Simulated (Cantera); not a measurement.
# Ignition delay

Mixture: CH4 : O2 : N2 : CO2 : H2 = 1 : 3.57 : 13.4 : 3 : 0.4 (molar parts), equivalence ratio 0.62, at 3750 Torr, adiabatic and at constant volume. Ignition delay is the time to a rise of 400 K.

Cantera simulation using GRI-Mech 3.0 (53 species, 325 reactions); the numbers are that mechanism's predictions, not measurements.

| T0 (K) | delay (ms) |
|---|---|
| 1125 | 1.94 |
| 1175 | 1.06 |
| 1225 | 0.658 |
| 1275 | 0.432 |
| 1325 | 0.293 |
| 1375 | 0.203 |

| Quantity | Value |
|---|---|
| apparent activation energy between 1275 and 1375 K | 110 kJ/mol |
